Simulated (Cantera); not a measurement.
A closed system holds: 1 mol TEOS, 2 mol NO, equilibrated at 1750 °C and 1.00 bar.

These are equilibrium values from Cantera (NASA tables, ideal gas, pure condensed phases), not measurements of a reactor. Candidate condensed phases: C, C6H6, C7H8, C8H18, H2O, Si, SiC, SiO2, Si2N2O, Si3N4; 151 gas species. The feed counts by its element totals alone. Kinetics and transport are ignored.

Base state: H2 0.585, CO 0.349, N2 0.0572, SiO 0.00343, HCN 0.00295, H 0.00145, C2H2 (acetylene) 0.000523, HNC 0.000175 (mole fractions); condensed: C(graphite) + SiC(s).

**Question.** What changes in the equilibrium state with this change: temperature from 1750 °C to 525 °C?

**Answer.** 
| species | before | after |
|---|---|---|
| H2 | 0.585 | 0.375 |
| H2O | 2.19e-5 | 0.236 |
| CH4 | 0.000137 | 0.194 |
| CO | 0.349 | 0.0257 |
| CO2 | 2.80e-6 | 0.0691 |
| N2 | 0.0572 | 0.0999 |
| SiO | 0.00343 | <1e-9 |
| H | 0.00145 | <1e-9 |
| C2H2 (acetylene) | 0.000523 | <1e-9 |
| C(graphite), mol | 1.04 | 5.11 |
| SiC(s), mol | 0.941 | 0 |
| SiO2(α-quartz), mol | 0 | 1.00 |

**Question.** What changes in the equilibrium state with this change: temperature from 1750 °C to 625 °C?

**Answer.** 
```
species                before     after
-------------------  --------  --------
H2                      0.585     0.537
H2O                   2.19e-5     0.132
CO                      0.349    0.0975
CH4                  0.000137    0.0923
CO2                   2.80e-6    0.0559
N2                     0.0572    0.0853
SiO                   0.00343     <1e-9
H                     0.00145     <1e-9
C2H2 (acetylene)     0.000523     <1e-9
HNC                  0.000175     <1e-9
HCN                   0.00295   1.80e-7
NH3                   2.07e-6  0.000141
C(graphite), mol         1.04      5.12
SiC(s), mol             0.941         0
SiO2(β-quartz), mol         0      1.00
```
